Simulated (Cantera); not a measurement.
**Premixed flame**

A freely propagating, adiabatic, planar premixed flame of CO : H₂ : O₂ : N₂ : H₂O = 1 : 0.29 : 0.686 : 2.58 : 0.31 (molar parts), unburnt at 325 K and 17000 Pa; mixture-averaged transport, grid criteria slope 0.08 and curve 0.16, no radiation.

Computed with Cantera and GRI-Mech 3.0 (53 species, 325 reactions). Burning velocities carry a grid error of a few per cent, more on coarse grids.

```
z (mm)  T (K)  u (m/s)    x CO     x H₂    x O₂     x NO      x O    x N₂O
------  -----  -------  ------  -------  ------  -------  -------  -------
-13.3     325    0.878   0.206   0.0596   0.141    <1e-8    <1e-8    <1e-8
-8.86     325    0.878   0.206   0.0596   0.141    <1e-8    <1e-8    <1e-8
-6.65     325    0.878   0.206   0.0596   0.141    <1e-8    <1e-8    <1e-8
-4.43     325    0.878   0.206   0.0594   0.141    <1e-8    <1e-8    <1e-8
-2.22     326    0.880   0.206   0.0576   0.141    <1e-8  3.14e-8    <1e-8
-1.11     403     1.08   0.205   0.0508   0.140    <1e-8  7.21e-6    <1e-8
0         837     2.21   0.183   0.0326   0.122  1.38e-7  0.00102    <1e-8
1.11     1190     3.09   0.138   0.0136  0.0847  1.22e-6  0.00800  1.16e-8
2.22     1392     3.54  0.0929   0.0104  0.0596  3.49e-6   0.0117  1.92e-8
4.43     1573     3.92  0.0616   0.0118  0.0456  8.01e-6   0.0113  1.93e-8
8.86     1720     4.24  0.0568   0.0107  0.0412  1.37e-5  0.00881  2.18e-8
17.7     1852     4.53  0.0521  0.00869  0.0372  2.04e-5  0.00620  2.54e-8
35.5     1968     4.77  0.0449  0.00672  0.0327  3.20e-5  0.00409  3.02e-8
```
x: mole fraction of selected species; z is measured from the peak of heat release.

The laminar burning velocity is 87.8 cm/s and the thermal thickness is 4.43 mm. The peak x(O) is 0.0119. The grid points is 141.
